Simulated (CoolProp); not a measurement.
Model: reference Helmholtz-energy equation of state, Lemmon 2006, in CoolProp. It is a short technical equation, of lower accuracy than the large ones.

Q: Give the vapour pressure (bar), liquid cp (kJ/(kg K)), surface tension (mN/m), liquid viscosity (µPa s) of saturated C2F6 (R116) at -64.95, -47.65, -30.25 °C.

A: 
```tsv
T (°C)	p (bar)	liquid cp (kJ/(kg K))	surface tension (mN/m)	liquid viscosity (µPa s)
-64.95	1.95	0.977	9.28	335
-47.65	4.06	1.03	7.02	250
-30.25	7.57	1.11	4.87	187
```

Viscosity comes from a separate model (Huber 2003), an estimate that may be off by 10 % or more. Surface tension comes from a separate correlation (Mulero 2012).
